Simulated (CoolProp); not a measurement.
Carbonyl sulfide along the isobar 0.943 MPa: density (kg/m³) from the reference equation and from simpler models built on Tc = 105.6 °C, pc = 6.369 MPa, ω = 0.098; each cubic takes its own stable root.

Computed with CoolProp (reference Helmholtz-energy equation of state, Lemmon 2006). It is a short technical equation, of lower accuracy than the large ones.

| T (°C) | phase | reference |
|---|---|---|
| -14.05 | liquid | 1094 |
| 7.15 | liquid | 1040 |
| 28.25 | gas | 25.42 |
| 49.45 | gas | 23.14 |
| 70.65 | gas | 21.32 |
| 91.75 | gas | 19.82 |
| 112.95 | gas | 18.54 |
| 134.15 | gas | 17.44 |
| 155.25 | gas | 16.47 |
| 176.45 | gas | 15.61 |
| 197.55 | gas | 14.85 |
| 218.75 | gas | 14.16 |
| 239.95 | gas | 13.53 |
| 261.05 | gas | 12.97 |

**Question.** How far does each simpler model (van der Waals, Redlich-Kwong, Soave-Redlich-Kwong, Peng-Robinson) lie from the reference over these 14 states: mean and median of the absolute difference, and the worst?

**Answer.** 
- van der Waals: mean 14.5 %, median 0.4 %, worst -97.4 % at 7.15 °C and 0.943 MPa
- Redlich-Kwong: mean 1.1 %, median 0.1 %, worst -7.6 % at 7.15 °C and 0.943 MPa
- Soave-Redlich-Kwong: mean 0.9 %, median 0.1 %, worst -6.6 % at 7.15 °C and 0.943 MPa
- Peng-Robinson: mean 1.4 %, median 0.6 %, worst +6.8 % at -14.05 °C and 0.943 MPa

At some of these states van der Waals gives the other phase, because its saturation line lies elsewhere.
